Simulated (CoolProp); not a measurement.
Computed with CoolProp (reference Helmholtz-energy equation of state, Akasaka 2024).

Q: Give the vapour pressure (kPa), enthalpy of vaporisation (kJ/kg), liquid cp (kJ/(kg K)) of saturated R1132(E) at 254.8, 343.3 K.

A: 
```
T (K)  p (kPa)  enthalpy of vaporisation (kJ/kg)  liquid cp (kJ/(kg K))
-----  -------  --------------------------------  ---------------------
254.8      441                               273                   1.69
343.3     4620                              91.4                   5.32
```
